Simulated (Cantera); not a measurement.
Cantera with NASA thermochemical tables; ideal gases at 1 bar, condensed phases pure. Values are per mole of reaction as written; species without (g) are pure solids or liquids, kept so even where they would boil at 1 bar.

4 Ta2O5 + N2(g) → 2 NO2(g) + 8 TaO2(g), with ΔH° = 6645.4 kJ and ΔS° = 1957.3 J/K at 300 K.

### Question
How far is the shortcut ΔG° ≈ ΔH°(300 K) − T·ΔS°(300 K) from the full temperature-dependent value at 1923, 1973, 2023, 2073, 2123 K?

### Answer
```json
[
 {"T (K)": "1923", "shortcut (kJ)": "2881.6", "full (kJ)": "3232.8", "difference (kJ)": "-351.2", "difference in log10 K": "9.54", "condensed phases": "Ta2O5(s)"},
 {"T (K)": "1973", "shortcut (kJ)": "2783.7", "full (kJ)": "3153.1", "difference (kJ)": "-369.4", "difference in log10 K": "9.78", "condensed phases": "Ta2O5(s)"},
 {"T (K)": "2023", "shortcut (kJ)": "2685.8", "full (kJ)": "3073.7", "difference (kJ)": "-387.9", "difference in log10 K": "10.01", "condensed phases": "Ta2O5(s)"},
 {"T (K)": "2073", "shortcut (kJ)": "2588.0", "full (kJ)": "2998.1", "difference (kJ)": "-410.2", "difference in log10 K": "10.34", "condensed phases": "Ta2O5(l)"},
 {"T (K)": "2123", "shortcut (kJ)": "2490.1", "full (kJ)": "2931.2", "difference (kJ)": "-441.1", "difference in log10 K": "10.85", "condensed phases": "Ta2O5(l)"}
]
```
The shortcut ignores heat capacities and the phase changes listed.
